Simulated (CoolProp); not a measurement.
Saturation properties of ammonia (Tc = 132.4 °C, pc = 11.36 MPa, ω = 0.256).

The numbers come from the reference Helmholtz-energy equation of state, Gao 2020 in CoolProp.

```csv
T (°C),p (MPa),liquid density (kg/m³),liquid cp (kJ/(kg K)),surface tension (mN/m),vapour viscosity (µPa s),liquid conductivity (mW/(m K))
12.55,0.6708,621.2,4.685,23.4,9.44,522
17.25,0.7842,614.4,4.718,22.3,9.59,508
22.05,0.9146,607.4,4.755,21.2,9.74,494
26.75,1.058,600.3,4.795,20.1,9.89,481
31.45,1.218,593.1,4.840,19.0,10.0,468
36.15,1.395,585.8,4.889,18.0,10.2,455
40.95,1.596,578.1,4.945,16.9,10.4,441
45.65,1.813,570.3,5.006,15.8,10.5,428
50.35,2.052,562.4,5.074,14.8,10.7,416
55.15,2.319,554.0,5.153,13.8,10.9,403
59.85,2.605,545.6,5.239,12.8,11.0,390
64.55,2.917,536.9,5.338,11.8,11.2,378
69.25,3.256,527.8,5.452,10.8,11.4,365
```

It boils at -33.3 °C under 1 atm.

Viscosity comes from a separate model (Fenghour 1995). Thermal conductivity comes from a separate model (Tufeu 1984). Surface tension comes from a separate correlation (Mulero 2012).
